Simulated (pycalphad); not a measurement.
Computed with pycalphad from the COST 507 light-alloy database (1999), at 1 atm. These are 1990s assessments: newer ones move some temperatures and phases. Diffusion is slow at the low end, where real alloys seldom reach equilibrium.

Molar enthalpy of Ti-1Si (at.%) in equilibrium (SER reference):

```tsv
T (°C)	H (kJ/mol)	phases
2327	98.60	liquid
2207	93.06	liquid
2087	87.53	liquid
1967	82.00	liquid
1847	76.47	liquid
1727	70.94	liquid
1687	69.09	liquid
1607	54.23	bcc + liquid
1527	48.82	bcc
1487	47.41	bcc
1367	43.30	bcc
1247	39.37	bcc
1127	35.59	bcc
1007	31.94	bcc
887	28.38	bcc
767	19.95	hcp + SITI3
647	16.04	hcp + SITI3
527	12.26	hcp + SITI3
407	8.61	hcp + SITI3
287	5.10	hcp + SITI3
```

Cooling from 1687 °C to 1527 °C, across the freezing range, releases 20.3 kJ/mol, or 425 J/g. The slope is 46 J/(mol K) in the liquid and 35 J/(mol K) just below the solidus, where it includes any heat of precipitation. Liquidus 1650 °C, solidus 1538 °C. Changes were sought between steps of 40 K, so a narrower field can be missed.

Database names, with the compositions (at.%) that they take in these runs: SITI3: Ti 75 Si 25.
